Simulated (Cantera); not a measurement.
## Thermodynamics of titanium nitride, carbide and oxide coatings, feed Ti(OiPr)₄ + C₃H₈

Input: 1 mol Ti(OiPr)₄, 0.27 mol C₃H₈, held at 800 °C.

Method: chemical equilibrium by Gibbs-energy minimisation in Cantera with the NASA 1993 tables (ideal gas, pure condensed phases). Candidate condensed phases: C, C₆H₆, C₇H₈, C₈H₁₈, H₂O, Ti, TiC, TiO, TiO₂, Ti₂O₃, Ti₃O₅, Ti₄O₇; 113 gas species. The feed counts by its element totals alone. Mutual solubility and eutectic melting of coexisting phases are not modelled. TiC: taken at fixed stoichiometry. Condensed phases not in the tables: Magnéli phases beyond Ti₄O₇. Gases not in the tables: TiO(OH)₂. Rates play no part.

| P (Pa) | x H₂ | x CO | x CH₄ | x H₂O | x CO₂ | x H | x C₂H₄ | x C₂H₆ | n C(graphite) | n TiC(s) | n Ti₂O₃(s) | n Ti₃O₅(s) | n Ti₄O₇(s) | n TiO₂(rutile) |
|---|---|---|---|---|---|---|---|---|---|---|---|---|---|---|
| 10 | 0.790 | 0.210 | 2.87e-6 | 2.15e-6 | 6.19e-7 | 1.25e-6 | 5.04e-11 | <1e-12 | 7.81 | 1.00 | 0 | 0 | 0 | 0 |
| 46 | 0.858 | 0.142 | 1.56e-5 | 7.29e-6 | 1.31e-6 | 6.05e-7 | 2.73e-10 | <1e-12 | 10.3 | 0 | 0.495 | 0.00347 | 0 | 0 |
| 220 | 0.870 | 0.130 | 7.65e-5 | 3.23e-5 | 5.22e-6 | 2.79e-7 | 1.34e-9 | 2.16e-12 | 10.6 | 0 | 0 | 0 | 0.250 | 0 |
| 1000 | 0.870 | 0.130 | 0.000348 | 0.000147 | 2.37e-5 | 1.31e-7 | 6.10e-9 | 4.47e-11 | 10.6 | 0 | 0 | 0 | 0.250 | 0 |
| 4600 | 0.881 | 0.117 | 0.00164 | 0.000614 | 8.80e-5 | 6.13e-8 | 2.88e-8 | 9.82e-10 | 10.8 | 0 | 0 | 0 | 0 | 1.00 |
| 22000 | 0.874 | 0.115 | 0.00773 | 0.00287 | 0.000408 | 2.79e-8 | 1.36e-7 | 2.20e-8 | 10.7 | 0 | 0 | 0 | 0 | 1.00 |
| 100000 | 0.846 | 0.107 | 0.0329 | 0.0118 | 0.00163 | 1.29e-8 | 5.77e-7 | 4.11e-7 | 10.5 | 0 | 0 | 0 | 0 | 1.00 |
x: gas mole fraction; n: condensed amount in mol.

At 0.000100 bar the condensed part is C(graphite) + TiC(s). At 0.000460 bar the condensed part is C(graphite) + Ti₂O₃(s) + Ti₃O₅(s). From 0.00220 bar to 0.0100 bar the condensed part is C(graphite) + Ti₄O₇(s). From 0.0460 bar to 1.00 bar the condensed part is C(graphite) + TiO₂(rutile).
